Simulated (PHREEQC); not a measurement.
Dissolve 0.048 mol/kgw HF, 0.055 mol/kgw CuSO4 and 0.00049 mol/kgw KCl at 75 °C. It is in equilibrium with CO2 at log p = -3.5 (atm). Otherwise closed; pH follows from the charge balance.

All values are PHREEQC results (ion-association model, wateq4f.dat), not measurements.

Each row changes one thing in this solution. Precipitation was switched off in this run.

| case | pH | ionic strength (mol/kgw) | HF (mol/kgw) | F- (mol/kgw) | HF2- (mol/kgw) | H2F2 (mol/kgw) |
|---|---|---|---|---|---|---|
| as made | 2.71 | 0.122 | 0.0363 | 0.00667 | 0.00108 | 0.000499 |
| CuSO4 from 0.055 to 0.0275 mol/kgw | 2.65 | 0.0680 | 0.0383 | 0.00566 | 0.000955 | … |
| temperature from 75 to 15 °C | 2.36 | 0.131 | 0.0303 | … | 0.000831 | 0.00350 |
| KCl left out | 2.71 | 0.121 | 0.0363 | 0.00667 | 0.00108 | 0.000498 |
| CuSO4 from 0.055 to 0.11 mol/kgw | 2.78 | 0.222 | 0.0337 | 0.00787 | 0.00121 | 0.000438 |
| temperature from 75 to 85 °C | 2.80 | 0.121 | 0.0367 | 0.00665 | 0.00106 | 0.000332 |
| CuSO4 left out | 2.45 | 0.00431 | 0.0423 | 0.00323 | … | 0.000657 |
| temperature from 75 to 80 °C | 2.75 | 0.122 | 0.0365 | 0.00666 | 0.00107 | 0.000408 |

### Question
Some entries are withheld; supply them.

### Answer

- CuSO4 from 0.055 to 0.0275 mol/kgw, H2F2 (mol/kgw): 0.000547
- temperature from 75 to 15 °C, F- (mol/kgw): 0.00760
- CuSO4 left out, HF2- (mol/kgw): 0.000592

Away from 25 °C the constants follow the database's enthalpies or fits; those with neither stay at their 25 °C values.
